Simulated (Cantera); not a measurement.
A Cantera script and what it prints.

```python
import numpy as np
import cantera as ct

gas_names = """
    AL ALCL ALCL2 ALCL3 ALH AL2 AL2CL6 CL CL2 H HCL H2
""".split()
cond_names = """
    AL(cr) AL(L) ALCL3(s) ALCL3(L)
""".split()


# ... load() reads the species with a 1 bar reference pressure and builds the phases ...
atoms = {
    'Al': {'AL': 1},
    'Cl2': {'CL': 2},
    'H2': {'H': 2},
}
top_T = {}  # K; cautious upper limits of use, not melting points


# ... equilibrate(T, P, feed) seeds the gas with the atoms and calls Mixture.equilibrate('TP', solver="vcs", rtol=1e-11, max_steps=5000) ...
results = []
feed = {'Al': 1, 'Cl2': 2, 'H2': 0.86}  # mol
P = 100000  # Pa
for T in [525, 575, 625, 675, 725, 775, 825, 875, 925, 975, 1025, 1075]:
    mix = equilibrate(T, P, feed)
    results.append((T, P, feed, dict(zip(mix.species_names, mix.species_moles))))

top = {s: max(r[3][s] / sum(r[3][g] for g in gas_names) for r in results) for s in gas_names}
cols = sorted((s for s in top if top[s] > 1e-06), key=lambda s: -top[s])[:7]
seen = [c for c in cond_names if any(r[3].get(c, 0) > 1e-12 for r in results)]
print("log10 of partial pressures in bar; condensed amounts in mol")
print(f"{'T/K':>10s}" + "".join(f"{s[:9]:>10s}" for s in cols + seen))
for T, P, feed, n in results:
    ng = sum(n[g] for g in gas_names)
    print(f"{T:10.4g}" + "".join(f"{np.log10(max(n[s] / ng * P / 1e5, 1e-99)):10.3f}" for s in cols)
          + "".join(f"{n.get(c, 0):10.4g}" for c in seen))
```

It prints:

```
log10 of partial pressures in bar; condensed amounts in mol
       T/K       HCL     ALCL3    AL2CL6        H2     ALCL2
       525    -0.270    -2.617    -0.573    -0.714   -18.799
       575    -0.271    -2.090    -0.579    -0.715   -16.454
       625    -0.274    -1.655    -0.594    -0.718   -14.494
       675    -0.281    -1.297    -0.626    -0.724   -12.837
       725    -0.291    -1.007    -0.685    -0.735   -11.427
       775    -0.307    -0.780    -0.786    -0.751   -10.224
       825    -0.326    -0.615    -0.940    -0.769    -9.200
       875    -0.343    -0.506    -1.148    -0.787    -8.331
       925    -0.356    -0.443    -1.398    -0.800    -7.593
       975    -0.364    -0.409    -1.666    -0.807    -6.957
      1025    -0.368    -0.392    -1.933    -0.812    -6.399
      1075    -0.370    -0.384    -2.187    -0.814    -5.901
```

These are equilibrium values from Cantera (NASA tables, ideal gas, pure condensed phases), not measurements of a reactor.
